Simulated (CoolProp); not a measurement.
Nitrous oxide at 293.15 K and 1.3 MPa is compressed adiabatically to 4.05 MPa with isentropic efficiency 0.8. Each further row changes one setting.

The numbers come from the reference Helmholtz-energy equation of state, Lemmon 2006 in CoolProp. It is a short technical equation, of lower accuracy than the large ones.

```csv
case,work (kJ/kg),final temperature (K),final density (kg/m³)
as stated,?,?,?
efficiency 1,?,378.2,63.2
efficiency 0.65,100,?,?
```

Problem. What belongs in the gaps?

Solution. 
- as stated, work (kJ/kg): 81.5
- as stated, final temperature (K): 393.0
- as stated, final density (kg/m³): 59.9
- efficiency 1, work (kJ/kg): 65.2
- efficiency 0.65, final temperature (K): 410.1
- efficiency 0.65, final density (kg/m³): 56.6
